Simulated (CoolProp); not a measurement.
Properties of normal hydrogen along the isobar 0.101 MPa.

The numbers come from the reference Helmholtz-energy equation of state, Leachman 2009 in CoolProp.

```
T (K)  phase       Z  cp (kJ/(kg K))  cv (kJ/(kg K))  isothermal compressibility (1/MPa)  expansivity (1/kK)
-----  -----  ------  --------------  --------------  ----------------------------------  ------------------
30.1     gas  0.9667           10.82           6.233                               10.25               36.26
67.1     gas  0.9970           10.54           6.345                               9.930               15.07
104      gas  0.9999           11.34           7.191                               9.902               9.646
141      gas   1.001           12.38           8.245                               9.896               7.100
178      gas   1.001           13.19           9.057                               9.894               5.619
214.9    gas   1.001           13.73           9.599                               9.894               4.653
251.9    gas   1.001           14.07           9.940                               9.895               3.969
288.8    gas   1.001           14.27           10.14                               9.895               3.461
325.8    gas   1.001           14.39           10.26                               9.895               3.068
```
